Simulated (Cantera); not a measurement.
Charge: 1 mol BN, 0.65 mol H2O, 1.2 mol H2, equilibrated at 37.5 Torr.

Equilibrium computed with Cantera from the NASA thermochemical tables; the gas is ideal and each condensed phase is pure. Candidate condensed phases: B, BN, B2O3, B3O3H3, H2O; 39 gas species. Mutual solubility and eutectic melting of coexisting phases are not modelled. Equilibrium is a limit: real reactors are often held back by kinetics, nucleation or transport. All values below are at 1352 °C.

Base state: H2 0.872, N2 0.103, HBO2 0.00999, HBO 0.00875, B2O3 0.00455, H2O 0.00111, B2O2 0.000479, H 0.000295 (mole fractions); condensed: BN(s) + B2O3(l).

Problem. What changes in the equilibrium state with this change: pressure from 37.5 Torr to 100 Torr?

Solution. 
```tsv
species	before	after
H2	0.872	0.881
N2	0.103	0.103
HBO2	0.00999	0.00725
HBO	0.00875	0.00457
B2O3	0.00455	0.00171
B2O2	0.000479	0.000129
BO	6.49e-5	2.07e-5
H	0.000295	0.000181
BN(s), mol	0.568	0.570
B2O3(l), mol	0.186	0.199
```
Gases not in the tables: H3BO3.
